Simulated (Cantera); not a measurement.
Cantera run, input and output.

```python
import numpy as np
import cantera as ct

gas = ct.Solution("h2o2.yaml")
gas.TPX = 1373, 21000, {'H2': 1.4, 'O2': 1, 'N2': 1.2}
reactor = ct.IdealGasConstPressureReactor(gas, energy="off", clone=False)
net = ct.ReactorNet([reactor])
net.rtol, net.atol = 1e-08, 1e-18
show = ['H2', 'O2', 'H', 'O', 'OH', 'HO2']
times = np.geomspace(3e-06, 100, 15)

steps = ct.SolutionArray(gas, extra=["t"])
rows = []
print(f"{'t/s':>10s}{'T/K':>9s}{'P/Pa':>11s}" + "".join(f"{s:>11s}" for s in show))
for t in times:
    while net.time < t:
        t_next = net.step()
        steps.append(gas.state, t=t_next)
    rows.append([np.interp(t, steps.t, y) for y in (steps.T, steps.P, *steps(*show).X.T)])
    print(f"{t:10.3e}{rows[-1][0]:9.1f}{rows[-1][1]:11.4g}" + "".join(f"{x:11.3e}" for x in rows[-1][2:]))
rate = np.gradient(steps.T, steps.t)
print("integrator steps:", len(steps.t))
if steps.T.max() > steps.T[0] + 200:
    print(f"time of steepest temperature rise: {steps.t[rate.argmax()]:.4e} s")
gas.TPX = 1373, 21000, {'H2': 1.4, 'O2': 1, 'N2': 1.2}
gas.equilibrate("TP")
print(f"equilibrium (TP): T = {gas.T:.1f} K  " + "  ".join(f"{s} {gas[s].X[0]:.3e}" for s in show))
```

Result:

```
       t/s      T/K       P/Pa         H2         O2          H          O         OH        HO2
 3.000e-06   1373.0    2.1e+04  3.889e-01  2.778e-01  9.631e-08  1.411e-08  1.066e-08  8.176e-08
 1.034e-05   1373.0    2.1e+04  3.889e-01  2.778e-01  1.126e-06  2.076e-07  1.500e-07  2.908e-07
 3.563e-05   1373.0    2.1e+04  3.869e-01  2.769e-01  1.116e-03  2.100e-04  1.520e-04  1.118e-05
 1.228e-04   1373.0    2.1e+04  4.539e-02  1.199e-01  1.061e-01  3.266e-02  1.487e-02  3.532e-05
 4.232e-04   1373.0    2.1e+04  1.302e-02  1.059e-01  1.044e-02  5.785e-03  7.250e-03  3.532e-05
 1.458e-03   1373.0    2.1e+04  9.923e-04  1.032e-01  1.873e-04  3.828e-04  1.866e-03  1.237e-05
 5.026e-03   1373.0    2.1e+04  7.927e-05  1.033e-01  4.516e-06  3.222e-05  5.481e-04  1.595e-06
 1.732e-02   1373.0    2.1e+04  1.140e-05  1.034e-01  2.707e-07  5.036e-06  2.173e-04  2.739e-07
 5.969e-02   1373.0    2.1e+04  2.613e-06  1.034e-01  3.129e-08  1.198e-06  1.059e-04  8.759e-08
 2.057e-01   1373.0    2.1e+04  1.099e-06  1.034e-01  8.635e-09  4.944e-07  6.798e-05  6.402e-08
 7.089e-01   1373.0    2.1e+04  9.770e-07  1.034e-01  7.232e-09  4.354e-07  6.378e-05  6.309e-08
 2.443e+00   1373.0    2.1e+04  9.768e-07  1.034e-01  7.231e-09  4.353e-07  6.377e-05  6.309e-08
 8.420e+00   1373.0    2.1e+04  9.768e-07  1.034e-01  7.231e-09  4.353e-07  6.377e-05  6.309e-08
 2.902e+01   1373.0    2.1e+04  9.768e-07  1.034e-01  7.231e-09  4.353e-07  6.377e-05  6.309e-08
 1.000e+02   1373.0    2.1e+04  9.768e-07  1.034e-01  7.231e-09  4.353e-07  6.377e-05  6.309e-08
integrator steps: 1792
equilibrium (TP): T = 1373.0 K  H2 9.768e-07  O2 1.034e-01  H 7.231e-09  O 4.353e-07  OH 6.377e-05  HO2 6.309e-08
```

Cantera simulation using the H2/O2 subset of GRI-Mech 3.0, which has no nitrogen chemistry; the numbers are that mechanism's predictions, not measurements. The temperature is held fixed by assumption; the heat of reaction is taken as removed at once.
